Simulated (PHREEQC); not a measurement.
HCl is added in steps, without added water, to 1 kg of water holding 0.98 mol Na2CO3 and 0.27 mol Na2SO4, at 20 °C. CO2 is held at log p = -3.4 (atm). The run lets Burkeite, Halite, Mirabilite, Nahcolite, Natron, Thenardite, Trona precipitate or redissolve, and no other solid.

Base run: PHREEQC, Pitzer model, pitzer.dat. Each further column changes one thing. The table gives HSO4- (mol/kgw).

```csv
HCl added (mol),base,diluted 100-fold with water,Na2CO3 left out,Na2SO4 from 0.27 to 0.243 mol/kgw,no solid may form
0,1.15e-10,6.14e-11,5.61e-6,1.05e-10,1.15e-10
0.21,1.22e-10,0.00196,0.116,1.10e-10,1.22e-10
0.315,1.25e-10,0.00202,0.150,1.14e-10,1.25e-10
0.525,1.34e-10,0.00206,0.182,1.21e-10,1.34e-10
0.735,1.44e-10,0.00206,0.194,1.31e-10,1.44e-10
0.84,1.51e-10,0.00205,0.197,1.37e-10,1.51e-10
1.05,1.67e-10,0.00204,0.201,1.51e-10,1.67e-10
1.26,1.90e-10,0.00203,0.203,1.72e-10,1.90e-10
1.365,2.06e-10,0.00202,0.203,1.87e-10,2.06e-10
1.575,2.59e-10,0.00201,0.204,2.34e-10,2.59e-10
1.785,3.98e-10,0.00200,0.205,3.60e-10,3.98e-10
1.89,6.83e-10,0.00200,0.205,6.17e-10,6.83e-10
2.1,0.0704,0.00199,0.206,0.0666,0.0704
```

In brines, pH and single-ion activities rest on the MacInnes convention.
